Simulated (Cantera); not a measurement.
Input: 1 mol Si, 6.7 mol NF3, 48 mol H2, equilibrated at 1250 K and 0.133 bar.

Equilibrium computed with Cantera from the NASA thermochemical tables; the gas is ideal and each condensed phase is pure. Candidate condensed phases: Si, Si3N4; 37 gas species. The numbers say what is thermodynamically allowed, not how fast it happens.

Base state: H2 0.661, HF 0.267, N2 0.0555, SiF4 0.0166 (mole fractions); condensed: gas only.

Question: What changes in the equilibrium state with this change: H2 from 48 to 0.73 mol?

Answer: 
```csv
species,before,after
F,<1e-9,0.597
N2,0.0555,0.179
F2,<1e-9,0.0924
H2,0.661,<1e-9
HF,0.267,0.0780
SiF4,0.0166,0.0534
NF3,<1e-9,2.97e-5
```

Question: What changes in the equilibrium state with this change: H2 from 48 to 1.8 mol?

Answer: 
| species | before | after |
|---|---|---|
| F | <1e-9 | 0.516 |
| HF | 0.267 | 0.188 |
| N2 | 0.0555 | 0.175 |
| H2 | 0.661 | <1e-9 |
| F2 | <1e-9 | 0.0689 |
| SiF4 | 0.0166 | 0.0523 |
| NF3 | <1e-9 | 1.89e-5 |
